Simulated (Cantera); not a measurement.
A closed system holds: 1 mol Si3N4, 0.0036 mol C, 1 mol N2, equilibrated at 2848.15 K and 13.0 mbar.

Cantera equilibrium calculation (NASA polynomials, part measured and part estimated; ideal gas, pure solids and liquids). The tables' values for SiN are old estimates; treat these amounts as uncertain. The numbers say what is thermodynamically allowed, not how fast it happens.

```
species    before     after
-------  --------  --------
N2          0.501     0.505
Si          0.493     0.481
Si2       0.00283   0.00835
SiC2      3.17e-5   2.39e-6
CN        8.22e-5   6.29e-6
Si3       5.97e-5  0.000755
SiC       1.08e-5   1.48e-6
Si2N     0.000250   0.00147
N         3.08e-5   5.40e-6
```
Gas species are given as mole fractions.

Question: Which change was made?
A) temperature from 2848.15 K to 2148 K
B) temperature from 2848.15 K to 2623.15 K
C) N2 from 1 to 7.5 mol
D) temperature from 2848.15 K to 2348 K

Answer: B, temperature from 2848.15 K to 2623.15 K
